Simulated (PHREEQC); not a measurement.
A solution holds 0.011 mol CuSO4, 0.00063 mol HBF4 and 0.162 mol FeCl3 per kg of water, at 20 °C. Closed to the air; pH follows from the charge balance.

All values are PHREEQC results (ion-association model, phreeqc.dat), not measurements.

* **pH**: 1.90
* **ionic strength**: 0.573 mol/kgw
* **activity of water**: 0.991
* **total alkalinity**: -326 meq/kg

```csv
species,molality,activity,log γ
Cl-,0.352,0.226,-0.192
FeCl+2,0.0759,0.0157,-0.684
Fe+3,0.0315,0.00270,-1.066
FeCl2+,0.0277,0.0187,-0.171
H+,0.0167,0.0127,-0.118
Cu+2,0.00917,0.00222,-0.615
FeSO4+,0.00871,0.00587,-0.171
FeOH+2,0.00487,0.00101,-0.684
Fe2(OH)2+4,0.00421,3.38e-5,-2.095
FeF+2,0.00251,0.000520,-0.684
CuCl+,0.00164,0.00105,-0.192
SO4-2,0.00113,0.000222,-0.706
FeHSO4+2,0.000672,0.000201,-0.524
H3BO3,0.000630,0.000719,0.057
Fe3(OH)4+5,0.000456,2.43e-7,-3.274
```

This is a speciation only: nothing precipitates in the calculation. Examples of supersaturated solids here: Hematite (slow to form), Goethite (slow to form). Others may be too. Species that the database lacks are ignored. Real BF4- forms and hydrolyses slowly; the run takes it at equilibrium. Fluoro complexes past AlF4- and FeF3 are missing from the database.
